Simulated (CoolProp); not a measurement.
n-butane along the isobar 8.5 MPa: fugacity coefficient from the reference equation and from simpler models built on Tc = 152.0 °C, pc = 3.796 MPa, ω = 0.201; each cubic takes its own stable root.

Model: reference Helmholtz-energy equation of state, Bücker 2006, in CoolProp.

| T (°C) | phase | reference | van der Waals | Redlich-Kwong | Soave-Redlich-Kwong | Peng-Robinson |
|---|---|---|---|---|---|---|
| -86.55 | liquid | (withheld) | 0.009986 | 0.0002249 | 0.0001151 | 0.0001237 |
| -68.25 | liquid | 0.0005070 | 0.01848 | 0.0009514 | 0.0005011 | 0.0005187 |
| -50.05 | liquid | 0.001654 | 0.03077 | 0.002966 | 0.001648 | 0.001660 |
| -31.75 | liquid | 0.004401 | 0.04740 | 0.007459 | 0.004424 | 0.004366 |
| -13.45 | liquid | 0.009938 | 0.06854 | 0.01586 | 0.01008 | 0.009801 |
| 4.75 | liquid | 0.01964 | 0.09401 | (withheld) | 0.02009 | (withheld) |
| 23.05 | liquid | 0.03513 | 0.1239 | 0.04982 | (withheld) | 0.03456 |
| 41.35 | liquid | 0.05769 | 0.1577 | (withheld) | 0.05986 | 0.05683 |
| 59.65 | liquid | 0.08833 | (withheld) | 0.1126 | 0.09212 | 0.08715 |
| 77.85 | liquid | 0.1273 | 0.2350 | 0.1548 | 0.1332 | 0.1258 |
| 96.15 | liquid | 0.1749 | 0.2775 | 0.2036 | 0.1834 | 0.1730 |

Q: Fill in the missing entries.

A: 
- -86.55, reference: 0.0001170
- 4.75, Redlich-Kwong: 0.02953
- 4.75, Peng-Robinson: 0.01933
- 23.05, Soave-Redlich-Kwong: 0.03621
- 41.35, Redlich-Kwong: 0.07744
- 59.65, van der Waals: 0.1950
